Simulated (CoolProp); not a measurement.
Vapour pressure (kPa) of 1,2-dichloroethane: the reference equation beside estimates from Tc = 561.6 K, pc = 5226 kPa, ω = 0.269. Clausius-Clapeyron is anchored at 417.4 K with a constant enthalpy of vaporisation of 28.31 kJ/mol.

Computed with CoolProp (reference Helmholtz-energy equation of state, Thol 2015).

```tsv
T (K)	reference	Lee-Kesler	Clausius-Clapeyron	Soave-Redlich-Kwong	Peng-Robinson
404.2	368.6	370.3	381.1	370.1	367.8
410.8	429.4	432.2	436.3	432.1	428.8
417.4	497.4	501.7	497.4	501.8	497.3
424	573.4	579.2	564.8	579.8	573.9
430.6	657.7	665.4	638.8	666.5	659.2
437.2	751.1	760.7	719.8	762.8	753.8
443.8	854.2	865.8	808.2	869.1	858.4
450.4	967.4	981.3	904.4	986.2	973.5
457	1092	1108	1009	1115	1100
463.6	1227	1246	1122	1255	1238
470.2	1375	1396	1243	1408	1390
476.8	1536	1560	1375	1575	1554
483.4	1711	1737	1515	1756	1733
490	1900	1928	1666	1951	1927
```

Absolute difference from the reference over all 14 rows, mean and median: Lee-Kesler 1.2 and 1.4 %, Clausius-Clapeyron 6.1 and 5.9 %, Soave-Redlich-Kwong 1.7 and 1.8 %, Peng-Robinson 0.6 and 0.6 %.
